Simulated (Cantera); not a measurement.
Equilibrium for silicon oxide and oxynitride deposition: HMDSO + NO + N2

A closed system holds: 1 mol HMDSO, 2.2 mol NO, 130 mol N2, at 2.03 Torr.

Equilibrium computed with Cantera from the NASA thermochemical tables; the gas is ideal and each condensed phase is pure. Candidate condensed phases: C, C6H6, C7H8, C8H18, H2O, Si, SiC, SiO2, Si2N2O, Si3N4; 151 gas species. The feed counts by its element totals alone. The tables' values for SiN are old estimates; treat these amounts as uncertain. The numbers say what is thermodynamically allowed, not how fast it happens.

From 698 K to 798 K the condensed part is C(graphite) + SiO2(α-quartz) + Si2N2O(s). At 898 K the condensed part is C(graphite) + SiO2(β-quartz) + Si2N2O(s). From 998 K to 1398 K the condensed part is C(graphite) + Si2N2O(s). From 1498 K to 1998 K the condensed part is C(graphite) + SiC(s).

```json
[
 {"T (K)": "698", "log p N2": "-2.60", "log p H2": "-3.76", "log p CO": "-8.34", "log p H": "<-14", "n C(graphite)": "5.99", "n SiO2(α-quartz)": "1.47", "n Si2N2O(s)": "0.267", "n SiO2(β-quartz)": "0", "n SiC(s)": "0"},
 {"T (K)": "798", "log p N2": "-2.60", "log p H2": "-3.76", "log p CO": "-6.65", "log p H": "-13.45", "n C(graphite)": "5.99", "n SiO2(α-quartz)": "1.46", "n Si2N2O(s)": "0.271", "n SiO2(β-quartz)": "0", "n SiC(s)": "0"},
 {"T (K)": "898", "log p N2": "-2.60", "log p H2": "-3.76", "log p CO": "-5.34", "log p H": "-11.84", "n C(graphite)": "5.77", "n SiO2(α-quartz)": "0", "n Si2N2O(s)": "0.345", "n SiO2(β-quartz)": "1.31", "n SiC(s)": "0"},
 {"T (K)": "998", "log p N2": "-2.60", "log p H2": "-3.76", "log p CO": "-4.38", "log p H": "-10.55", "n C(graphite)": "3.80", "n SiO2(α-quartz)": "0", "n Si2N2O(s)": "1.00", "n SiO2(β-quartz)": "0", "n SiC(s)": "0"},
 {"T (K)": "1098", "log p N2": "-2.60", "log p H2": "-3.76", "log p CO": "-4.38", "log p H": "-9.49", "n C(graphite)": "3.80", "n SiO2(α-quartz)": "0", "n Si2N2O(s)": "1.00", "n SiO2(β-quartz)": "0", "n SiC(s)": "0"},
 {"T (K)": "1198", "log p N2": "-2.60", "log p H2": "-3.76", "log p CO": "-4.38", "log p H": "-8.60", "n C(graphite)": "3.80", "n SiO2(α-quartz)": "0", "n Si2N2O(s)": "1.000", "n SiO2(β-quartz)": "0", "n SiC(s)": "0"},
 {"T (K)": "1298", "log p N2": "-2.60", "log p H2": "-3.76", "log p CO": "-4.38", "log p H": "-7.85", "n C(graphite)": "3.79", "n SiO2(α-quartz)": "0", "n Si2N2O(s)": "1.000", "n SiO2(β-quartz)": "0", "n SiC(s)": "0"},
 {"T (K)": "1398", "log p N2": "-2.60", "log p H2": "-3.77", "log p CO": "-4.38", "log p H": "-7.21", "n C(graphite)": "3.78", "n SiO2(α-quartz)": "0", "n Si2N2O(s)": "0.999", "n SiO2(β-quartz)": "0", "n SiC(s)": "0"},
 {"T (K)": "1498", "log p N2": "-2.61", "log p H2": "-3.77", "log p CO": "-4.22", "log p H": "-6.65", "n C(graphite)": "0.776", "n SiO2(α-quartz)": "0", "n Si2N2O(s)": "0", "n SiO2(β-quartz)": "0", "n SiC(s)": "1.99"},
 {"T (K)": "1598", "log p N2": "-2.61", "log p H2": "-3.77", "log p CO": "-4.22", "log p H": "-6.16", "n C(graphite)": "0.747", "n SiO2(α-quartz)": "0", "n Si2N2O(s)": "0", "n SiO2(β-quartz)": "0", "n SiC(s)": "1.99"},
 {"T (K)": "1698", "log p N2": "-2.61", "log p H2": "-3.78", "log p CO": "-4.22", "log p H": "-5.73", "n C(graphite)": "0.698", "n SiO2(α-quartz)": "0", "n Si2N2O(s)": "0", "n SiO2(β-quartz)": "0", "n SiC(s)": "1.99"},
 {"T (K)": "1798", "log p N2": "-2.61", "log p H2": "-3.78", "log p CO": "-4.22", "log p H": "-5.34", "n C(graphite)": "0.622", "n SiO2(α-quartz)": "0", "n Si2N2O(s)": "0", "n SiO2(β-quartz)": "0", "n SiC(s)": "1.98"},
 {"T (K)": "1898", "log p N2": "-2.61", "log p H2": "-3.79", "log p CO": "-4.22", "log p H": "-5.00", "n C(graphite)": "0.525", "n SiO2(α-quartz)": "0", "n Si2N2O(s)": "0", "n SiO2(β-quartz)": "0", "n SiC(s)": "1.95"},
 {"T (K)": "1998", "log p N2": "-2.61", "log p H2": "-3.81", "log p CO": "-4.23", "log p H": "-4.70", "n C(graphite)": "0.463", "n SiO2(α-quartz)": "0", "n Si2N2O(s)": "0", "n SiO2(β-quartz)": "0", "n SiC(s)": "1.83"}
]
```
log p: log10 of the partial pressure in bar; n: condensed amount in mol.
